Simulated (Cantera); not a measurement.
An isothermal, constant-pressure homogeneous reactor starts with 38.5 % CH4, 61.5 % N2, at 1700 K and 0.0170 bar.

Cantera simulation using GRI-Mech 3.0 (53 species, 325 reactions); the numbers are that mechanism's predictions, not measurements. GRI-Mech 3.0 stops at C3 and has no aromatics, soot or wall deposition, so with more carbon than oxygen in the feed, carbon stays in small species such as C2H2 where larger ones or solid carbon would form. Radical loss at walls, strong at low pressure, is not modelled.

x: mole fraction; the columns are a selection and need not sum to one.

```
t (s)        x CH4      x H2     x CH3     x C2H    x C2H6         x H
--------  --------  --------  --------  --------  --------  ----------
6.00e-6      0.385   3.09e-7   1.02e-6    <1e-12    <1e-12  (withheld)
2.27e-5      0.385   2.15e-6   4.85e-6    <1e-12  2.15e-12     5.59e-7
8.62e-5      0.385   9.70e-6   2.00e-5    <1e-12  1.48e-10     5.64e-7
0.000327     0.385   3.84e-5   7.72e-5    <1e-12   8.33e-9     5.68e-7
0.00124      0.384  0.000152  0.000293    <1e-12   3.76e-7  (withheld)
0.00469      0.383  0.000839   0.00109  2.76e-11   1.10e-5  (withheld)
0.0178       0.364    0.0159   0.00360   6.54e-9  0.000157  (withheld)
0.0674       0.199     0.192   0.00348   2.99e-7  0.000148  (withheld)
0.256       0.0667     0.343   0.00134   6.37e-7   2.01e-5  (withheld)
0.969       0.0141     0.401  0.000386   1.01e-6   1.39e-6  (withheld)
3.67       0.00228     0.414   7.92e-5   1.32e-6   5.04e-8    0.000708
13.9      0.000511     0.416   1.82e-5   1.36e-6   2.89e-9    0.000732
52.8      0.000226     0.416   8.10e-6   1.37e-6  8.05e-10    0.000734
200       0.000215     0.416   7.67e-6   1.37e-6  7.53e-10    0.000734
```

Q: Some entries are withheld; supply them.

A: 
- 6.00e-6, x H: 4.05e-7
- 0.00124, x H: 6.28e-7
- 0.00469, x H: 1.52e-6
- 0.0178, x H: 1.83e-5
- 0.0674, x H: 0.000182
- 0.256, x H: 0.000345
- 0.969, x H: 0.000544
